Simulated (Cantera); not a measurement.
Cantera run:

```python
import numpy as np
import cantera as ct

gas_names = """
    H HI H2 I I2 Na NaH NaI Na2
""".split()
cond_names = """
    I2(cr) I2(L) Na(cr) Na(L) NaI(s) NaI(L)
""".split()


# ... load() reads the species with a 1 bar reference pressure and builds the phases ...
atoms = {
    'NaI': {'Na': 1, 'I': 1},
    'H2': {'H': 2},
}
top_T = {}  # K; cautious upper limits of use, not melting points


# ... equilibrate(T, P, feed) seeds the gas with the atoms and calls Mixture.equilibrate('TP', solver="vcs", rtol=1e-11, max_steps=5000) ...
results = []
feed = {'NaI': 1, 'H2': 5.9}  # mol
T = 1825  # K
P = 133.322  # Pa
mix = equilibrate(T, P, feed)
results.append((T, P, feed, dict(zip(mix.species_names, mix.species_moles))))
x = sorted(zip(gas.X, gas.species_names), reverse=True)
print(f"T = {T:g} K  P = {P:g} Pa  gas = {mix.phase_moles(0):.4g} mol")
print("   x: " + "  ".join(f"{s} {v:.3e}" for v, s in x if v > 1e-06))
print("   condensed (mol): " + ("  ".join(f"{mix.phase(i).name} {mix.phase_moles(i):.4g}"
      for i in range(1, mix.n_phases) if mix.phase_moles(i) > 1e-12) or "none"))
```

Result:

```
T = 1825 K  P = 133.322 Pa  gas = 7.452 mol
   x: H2 7.853e-01  Na 6.985e-02  I 6.771e-02  NaI 6.431e-02  H 1.069e-02  HI 2.158e-03  NaH 1.510e-05
   condensed (mol): none
```

Equilibrium computed with Cantera from the NASA thermochemical tables; the gas is ideal and each condensed phase is pure.
